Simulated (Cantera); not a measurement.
Input: 1 mol Si(CH3)4, 0.71 mol CH4, a varied amount of H2, at 2102 °C and 18.0 mbar.

Method: chemical equilibrium by Gibbs-energy minimisation in Cantera with the NASA 1993 tables (ideal gas, pure condensed phases). Candidate condensed phases: C, C6H6, C7H8, C8H18, Si, SiC; 87 gas species. Gases not in the tables: Si2H6 and higher silanes. The numbers say what is thermodynamically allowed, not how fast it happens.

**Question.** Which condensed phases are stable at each of these points (n(H2) (mol)): 9.7, 11, 13, 16, 19, 22, 26, 30, 36, 42, 49, 58?

**Answer.** 
```json
[
 {"n(H2) (mol)": "9.7", "condensed phases": "C(graphite) + SiC(s)", "Si condensed (%)": "54.2"},
 {"n(H2) (mol)": "11", "condensed phases": "C(graphite) + SiC(s)", "Si condensed (%)": "50.7"},
 {"n(H2) (mol)": "13", "condensed phases": "C(graphite) + SiC(s)", "Si condensed (%)": "45.3"},
 {"n(H2) (mol)": "16", "condensed phases": "C(graphite) + SiC(s)", "Si condensed (%)": "37.3"},
 {"n(H2) (mol)": "19", "condensed phases": "C(graphite) + SiC(s)", "Si condensed (%)": "29.3"},
 {"n(H2) (mol)": "22", "condensed phases": "C(graphite) + SiC(s)", "Si condensed (%)": "21.3"},
 {"n(H2) (mol)": "26", "condensed phases": "C(graphite) + SiC(s)", "Si condensed (%)": "10.6"},
 {"n(H2) (mol)": "30", "condensed phases": "C(graphite)", "Si condensed (%)": "0.0"},
 {"n(H2) (mol)": "36", "condensed phases": "C(graphite)", "Si condensed (%)": "0.0"},
 {"n(H2) (mol)": "42", "condensed phases": "C(graphite)", "Si condensed (%)": "0.0"},
 {"n(H2) (mol)": "49", "condensed phases": "C(graphite)", "Si condensed (%)": "0.0"},
 {"n(H2) (mol)": "58", "condensed phases": "C(graphite)", "Si condensed (%)": "0.0"}
]
```

From 9.7 mol H2 to 26 mol H2 the condensed part is C(graphite) + SiC(s). From 30 mol H2 to 58 mol H2 the condensed part is C(graphite).
